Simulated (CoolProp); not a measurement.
Vapour-liquid equilibrium of toluene (1) + ethylbenzene (2) at 36.35 °C; x and y are mole fractions of (1).

Values from CoolProp's multi-fluid Helmholtz-energy mixture model, Lemmon 2006 and Zhou 2012; pair parameters Bell 2016.

Problem. Give the bubble pressure and the first vapour's composition at x = 0.5, 0.65, 0.95. Is there an azeotrope?

Solution. x = 0.5: 4.434 kPa, y = 0.728; x = 0.65: 5.071 kPa, y = 0.835; x = 0.95: 6.429 kPa, y = 0.983. No azeotrope shows between x = 0.05 and 0.95.

Pair parameters are fitted to limited data, so mixtures are less certain than the pure fluids.
